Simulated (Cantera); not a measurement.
**Premixed flame**

A freely propagating, adiabatic, planar premixed flame of H₂ : O₂ : N₂ = 1 : 0.455 : 1.71 (molar parts), equivalence ratio 1.1, unburnt at 525 K and 1800 Torr; multicomponent transport, grid criteria slope 0.08 and curve 0.16, no radiation.

Cantera simulation using the H2/O2 subset of GRI-Mech 3.0, which has no nitrogen chemistry; the numbers are that mechanism's predictions, not measurements. The hydrogen kinetics of GRI-Mech 3.0 are dated; newer H2 mechanisms differ, most at raised pressure. Burning velocities carry a grid error of a few per cent, more on coarse grids.

```tsv
z (mm)	T (K)	u (m/s)	x H₂	x O₂	x H₂O₂	x HO₂	x O	x H₂O
-0.426	525	6.24	0.316	0.144	<1e-8	<1e-8	<1e-8	<1e-8
-0.284	525	6.24	0.316	0.144	<1e-8	<1e-8	<1e-8	<1e-8
-0.213	525	6.24	0.316	0.144	<1e-8	<1e-8	<1e-8	1.18e-8
-0.142	525	6.24	0.316	0.144	<1e-8	2.10e-7	<1e-8	4.95e-7
-0.0710	540	6.37	0.311	0.144	5.15e-6	0.000209	3.39e-6	0.000478
-0.0355	780	8.95	0.275	0.140	5.51e-5	0.000509	0.000240	0.0203
0	1268	14.0	0.180	0.104	1.49e-5	0.000203	0.00377	0.104
0.0355	1621	17.6	0.0924	0.0481	4.18e-6	8.19e-5	0.00874	0.204
0.0710	1797	19.4	0.0644	0.0257	2.40e-6	3.93e-5	0.00964	0.243
0.142	1970	21.1	0.0574	0.0171	1.30e-6	2.20e-5	0.00829	0.261
0.284	2136	22.6	0.0546	0.0131	7.66e-7	1.36e-5	0.00591	0.275
0.568	2284	23.9	0.0503	0.00931	5.10e-7	7.93e-6	0.00372	0.289
1.14	2400	24.9	0.0452	0.00618	3.69e-7	4.47e-6	0.00214	0.303
```
x: mole fraction of selected species; z is measured from the peak of heat release.

```yaml
laminar_burning_velocity: 624 cm/s
thermal_thickness: 0.142 mm
peak x(H₂O₂): 5.54e-5
peak x(HO₂): 0.000652
peak x(O): 0.00966
grid_points: 107
```
